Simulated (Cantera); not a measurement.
A freely propagating, adiabatic, planar premixed flame of H2 : O2 : N2 = 1 : 0.455 : 1.71 (molar parts), unburnt at 525 K and 0.133 bar; mixture-averaged transport, grid criteria slope 0.08 and curve 0.16, no radiation.

Detailed kinetics in Cantera: the H2/O2 subset of GRI-Mech 3.0, which has no nitrogen chemistry. Burning velocities carry a grid error of a few per cent, more on coarse grids.

Problem. Predict: laminar burning velocity; thermal thickness; peak x(OH); peak x(H); peak x(HO2).

Solution. 
```
Quantity                     Value
------------------------  --------
laminar burning velocity  493 cm/s
thermal thickness          6.21 mm
peak x(OH)                  0.0175
peak x(H)                   0.0961
peak x(HO2)                6.73e-5
```
